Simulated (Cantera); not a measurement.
**Si₂H₆ + CO₂ (silicon oxide and oxynitride deposition)**

Feed: 1 mol Si₂H₆, a varied amount of CO₂, equilibrated at 1775 K and 13.0 mbar.

Method: chemical equilibrium by Gibbs-energy minimisation in Cantera with the NASA 1993 tables (ideal gas, pure condensed phases). Candidate condensed phases: C, C₆H₆, C₇H₈, C₈H₁₈, H₂O, Si, SiC, SiO₂; 123 gas species. The feed counts by its element totals alone. The tables hold silica as quartz up to 1696 K and as liquid above; real silica turns to tridymite and cristobalite and melts near 1996 K. The numbers say what is thermodynamically allowed, not how fast it happens.

From 2.9 mol CO₂ to 24 mol CO₂ the condensed part is SiO₂(condensed). The main Si-bearing gas is SiO throughout.

```json
[
 {"n(CO₂) (mol)": "2.9", "log p CO₂": "-6.02", "log p CO": "-2.27", "log p H₂": "-2.26", "log p H₂O": "-5.44", "log p SiO": "-2.69", "log p H": "-4.67", "log p OH": "-9.06", "n SiO₂(condensed)": "0.898"},
 {"n(CO₂) (mol)": "3.5", "log p CO₂": "-5.60", "log p CO": "-2.19", "log p H₂": "-2.26", "log p H₂O": "-5.10", "log p SiO": "-3.03", "log p H": "-4.67", "log p OH": "-8.72", "n SiO₂(condensed)": "1.49"},
 {"n(CO₂) (mol)": "4.3", "log p CO₂": "-3.80", "log p CO": "-2.13", "log p H₂": "-2.31", "log p H₂O": "-3.41", "log p SiO": "-4.77", "log p H": "-4.69", "log p OH": "-7.00", "n SiO₂(condensed)": "1.99"},
 {"n(CO₂) (mol)": "5.1", "log p CO₂": "-3.20", "log p CO": "-2.12", "log p H₂": "-2.44", "log p H₂O": "-2.94", "log p SiO": "-5.37", "log p H": "-4.76", "log p OH": "-6.47", "n SiO₂(condensed)": "2.00"},
 {"n(CO₂) (mol)": "6.2", "log p CO₂": "-2.86", "log p CO": "-2.13", "log p H₂": "-2.60", "log p H₂O": "-2.76", "log p SiO": "-5.71", "log p H": "-4.84", "log p OH": "-6.20", "n SiO₂(condensed)": "2.00"},
 {"n(CO₂) (mol)": "7.5", "log p CO₂": "-2.64", "log p CO": "-2.16", "log p H₂": "-2.78", "log p H₂O": "-2.69", "log p SiO": "-5.96", "log p H": "-4.93", "log p OH": "-6.05", "n SiO₂(condensed)": "2.00"},
 {"n(CO₂) (mol)": "9.1", "log p CO₂": "-2.47", "log p CO": "-2.19", "log p H₂": "-2.96", "log p H₂O": "-2.67", "log p SiO": "-6.16", "log p H": "-5.02", "log p OH": "-5.94", "n SiO₂(condensed)": "2.00"},
 {"n(CO₂) (mol)": "11", "log p CO₂": "-2.35", "log p CO": "-2.24", "log p H₂": "-3.14", "log p H₂O": "-2.69", "log p SiO": "-6.33", "log p H": "-5.11", "log p OH": "-5.86", "n SiO₂(condensed)": "2.00"},
 {"n(CO₂) (mol)": "13", "log p CO₂": "-2.27", "log p CO": "-2.29", "log p H₂": "-3.30", "log p H₂O": "-2.71", "log p SiO": "-6.46", "log p H": "-5.19", "log p OH": "-5.81", "n SiO₂(condensed)": "2.00"},
 {"n(CO₂) (mol)": "16", "log p CO₂": "-2.19", "log p CO": "-2.35", "log p H₂": "-3.49", "log p H₂O": "-2.76", "log p SiO": "-6.61", "log p H": "-5.29", "log p OH": "-5.76", "n SiO₂(condensed)": "2.00"},
 {"n(CO₂) (mol)": "19", "log p CO₂": "-2.14", "log p CO": "-2.41", "log p H₂": "-3.65", "log p H₂O": "-2.81", "log p SiO": "-6.72", "log p H": "-5.36", "log p OH": "-5.73", "n SiO₂(condensed)": "2.00"},
 {"n(CO₂) (mol)": "24", "log p CO₂": "-2.08", "log p CO": "-2.49", "log p H₂": "-3.87", "log p H₂O": "-2.88", "log p SiO": "-6.85", "log p H": "-5.47", "log p OH": "-5.70", "n SiO₂(condensed)": "2.00"}
]
```
log p: log10 of the partial pressure in bar; n: condensed amount in mol.
